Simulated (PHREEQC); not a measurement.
Solution (35 °C): 7.9 mmol/kgw Cu(NO3)2. It is in equilibrium with CO2 at log p = -2 (atm). Otherwise closed; pH follows from the charge balance.

The numbers come from PHREEQC with the ion-association model, wateq4f.dat.

No solid was allowed to form.

Task: Order these C species by the share of C that they hold, largest first: CuHCO3+, CO2, HCO3-.

Result: CO2 (94 %), CuHCO3+ (4.4 %), HCO3- (1.9 %)

The pH is 4.56 and the ionic strength 0.0237 mol/kgw. Complexes and solids missing from the database can't appear.
